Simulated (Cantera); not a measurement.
Cantera run:

```python
import numpy as np
import cantera as ct

gas_names = """
    N N2 Zr ZrN
""".split()
cond_names = """
    Zr(a) Zr(b) Zr(L) ZrN(s) ZrN(L)
""".split()


def load(file, names, dense=False):
    # The tables refer to 1 bar. Condensed volumes are neglected.
    table = {s.name: s for s in ct.Species.list_from_file(file)}
    out = []
    for n in names:
        d = dict(table[n].input_data)
        d["thermo"] = dict(d["thermo"], **{"reference-pressure": 1e5})
        if dense:
            d["equation-of-state"] = {"model": "constant-volume", "density": "1e6 g/cm^3"}
        out.append(ct.Species.from_dict(d))
    return out


gas = ct.Solution(thermo="ideal-gas", species=load("nasa_gas.yaml", gas_names))
cond = {s.name: ct.Solution(thermo="fixed-stoichiometry", species=[s], name=s.name)
        for s in load("nasa_condensed.yaml", cond_names, dense=True)}
atoms = {
    'ZrN': {'Zr': 1, 'N': 1},
    'N2': {'N': 2},
}
top_T = {}  # K; cautious upper limits of use, not melting points


def equilibrate(T, P, feed):
    n = {}
    for name, mol in feed.items():
        for a, k in atoms[name].items():
            n[a] = n.get(a, 0.0) + k * mol
    gas.TPX = T, P, n
    mass = sum(n.values()) * gas.mean_molecular_weight
    gas.equilibrate("TP")
    valid = [c for c in cond.values() if c.min_temp <= T <= top_T.get(c.name, c.max_temp)]
    mix = ct.Mixture([(gas, mass / gas.mean_molecular_weight)] + [(c, 0.0) for c in valid])
    mix.T, mix.P = T, P
    mix.equilibrate("TP", solver="vcs", rtol=1e-11, max_steps=5000)
    return mix


results = []
feed = {'ZrN': 1, 'N2': 4.1}  # mol
for P in [1, 7.2, 52, 370, 2700, 19000, 140000, 1000000]:
    for T in [1973, 2048, 2123, 2198, 2273, 2348, 2423, 2498, 2573, 2648, 2723, 2798]:
        mix = equilibrate(T, P, feed)
        results.append((T, P, feed, dict(zip(mix.species_names, mix.species_moles))))

for T, P, feed, n in results:
    print(f"{T:7g} {P:10.4g}  " + (" + ".join(c for c in cond_names if n.get(c, 0) > 1e-12) or "gas only"))
```

Output:

```
   1973          1  ZrN(s)
   2048          1  ZrN(s)
   2123          1  ZrN(s)
   2198          1  ZrN(s)
   2273          1  ZrN(s)
   2348          1  ZrN(s)
   2423          1  ZrN(s)
   2498          1  ZrN(s)
   2573          1  gas only
   2648          1  gas only
   2723          1  gas only
   2798          1  gas only
   1973        7.2  ZrN(s)
   2048        7.2  ZrN(s)
   2123        7.2  ZrN(s)
   2198        7.2  ZrN(s)
   2273        7.2  ZrN(s)
   2348        7.2  ZrN(s)
   2423        7.2  ZrN(s)
   2498        7.2  ZrN(s)
   2573        7.2  ZrN(s)
   2648        7.2  ZrN(s)
   2723        7.2  gas only
   2798        7.2  gas only
   1973         52  ZrN(s)
   2048         52  ZrN(s)
   2123         52  ZrN(s)
   2198         52  ZrN(s)
   2273         52  ZrN(s)
   2348         52  ZrN(s)
   2423         52  ZrN(s)
   2498         52  ZrN(s)
   2573         52  ZrN(s)
   2648         52  ZrN(s)
   2723         52  ZrN(s)
   2798         52  ZrN(s)
   1973        370  ZrN(s)
   2048        370  ZrN(s)
   2123        370  ZrN(s)
   2198        370  ZrN(s)
   2273        370  ZrN(s)
   2348        370  ZrN(s)
   2423        370  ZrN(s)
   2498        370  ZrN(s)
   2573        370  ZrN(s)
   2648        370  ZrN(s)
   2723        370  ZrN(s)
   2798        370  ZrN(s)
   1973       2700  ZrN(s)
   2048       2700  ZrN(s)
   2123       2700  ZrN(s)
   2198       2700  ZrN(s)
   2273       2700  ZrN(s)
   2348       2700  ZrN(s)
   2423       2700  ZrN(s)
   2498       2700  ZrN(s)
   2573       2700  ZrN(s)
   2648       2700  ZrN(s)
   2723       2700  ZrN(s)
   2798       2700  ZrN(s)
   1973    1.9e+04  ZrN(s)
   2048    1.9e+04  ZrN(s)
   2123    1.9e+04  ZrN(s)
   2198    1.9e+04  ZrN(s)
   2273    1.9e+04  ZrN(s)
   2348    1.9e+04  ZrN(s)
   2423    1.9e+04  ZrN(s)
   2498    1.9e+04  ZrN(s)
   2573    1.9e+04  ZrN(s)
   2648    1.9e+04  ZrN(s)
   2723    1.9e+04  ZrN(s)
   2798    1.9e+04  ZrN(s)
   1973    1.4e+05  ZrN(s)
   2048    1.4e+05  ZrN(s)
   2123    1.4e+05  ZrN(s)
   2198    1.4e+05  ZrN(s)
   2273    1.4e+05  ZrN(s)
   2348    1.4e+05  ZrN(s)
   2423    1.4e+05  ZrN(s)
   2498    1.4e+05  ZrN(s)
   2573    1.4e+05  ZrN(s)
   2648    1.4e+05  ZrN(s)
   2723    1.4e+05  ZrN(s)
   2798    1.4e+05  ZrN(s)
   1973      1e+06  ZrN(s)
   2048      1e+06  ZrN(s)
   2123      1e+06  ZrN(s)
   2198      1e+06  ZrN(s)
   2273      1e+06  ZrN(s)
   2348      1e+06  ZrN(s)
   2423      1e+06  ZrN(s)
   2498      1e+06  ZrN(s)
   2573      1e+06  ZrN(s)
   2648      1e+06  ZrN(s)
   2723      1e+06  ZrN(s)
   2798      1e+06  ZrN(s)
```

These are equilibrium values from Cantera (NASA tables, ideal gas, pure condensed phases), not measurements of a reactor. ZrN: taken at fixed stoichiometry.
